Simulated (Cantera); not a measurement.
A closed system holds: 1 mol PbO, 0.58 mol H₂, 56 mol N₂, 0.13 mol CO, equilibrated at 0.100 bar.

Method: chemical equilibrium by Gibbs-energy minimisation in Cantera with the NASA 1993 tables (ideal gas, pure condensed phases). Candidate condensed phases: C, C₆H₆, C₇H₈, C₈H₁₈, H₂O, Pb, PbO, PbO₂, Pb₃O₄; 139 gas species. Gases not in the tables: (PbO)n polymers. Rates play no part. All values below are at 1425 K.

Base state: N₂ 0.970, Pb 0.0123, H₂O 0.0100, PbO 0.00500, CO₂ 0.00225, O₂ 1.38e-5 (mole fractions); condensed: gas only.

Task: What changes in the equilibrium state with this change: CO from 0.13 to 4.4 mol?

Result: 
```tsv
species	before	after
N₂	0.970	0.904
CO	2.87e-6	0.0580
Pb	0.0123	0.0161
CO₂	0.00225	0.0130
H₂O	0.0100	0.00316
O₂	1.38e-5	<1e-9
PbO	0.00500	1.86e-6
H₂	5.62e-6	0.00620
```
